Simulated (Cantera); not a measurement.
Mixture: CH3OH : O2 : N2 = 1 : 1.56 : 10.5 (molar parts), at 17300 Torr, adiabatic and at constant pressure. Ignition delay is the time to a rise of 400 K.

Detailed kinetics in Cantera: GRI-Mech 3.0 (53 species, 325 reactions). GRI-Mech 3.0 was tuned for natural gas; its chemistry of methanol as a main component is partial and can be far from experiment. The pressure lies above the range GRI-Mech 3.0 was tuned for (to about 10 atm).

Predict: delay at 1150 K; delay at 1350 K; delay at 1550 K; delay at 1750 K; apparent activation energy between 1650 and 1850 K.


```
Item                                                     Value
--------------------------------------------------  ----------
delay at 1150 K                                        2.39 ms
delay at 1350 K                                       0.109 ms
delay at 1550 K                                        13.4 µs
delay at 1750 K                                        3.18 µs
apparent activation energy between 1650 and 1850 K  160 kJ/mol
```
